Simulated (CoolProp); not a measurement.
Ethylene at 293.15 K and 0.494 MPa is compressed adiabatically to 2.64 MPa with isentropic efficiency 0.85. Each further row changes one setting.

Values from CoolProp's reference Helmholtz-energy equation of state, Smukala 2000.

| case | work (kJ/kg) | final temperature (K) | final density (kg/m³) |
|---|---|---|---|
| as stated | (withheld) | (withheld) | 22.6 |
| efficiency 1 | (withheld) | (withheld) | (withheld) |
| efficiency 0.65 | 252 | (withheld) | (withheld) |

**Question.** What belongs in the gaps?

**Answer.** 
- as stated, work (kJ/kg): 193
- as stated, final temperature (K): 413.9
- efficiency 1, work (kJ/kg): 164
- efficiency 1, final temperature (K): 399.7
- efficiency 1, final density (kg/m³): 23.6
- efficiency 0.65, final temperature (K): 442.4
- efficiency 0.65, final density (kg/m³): 20.9
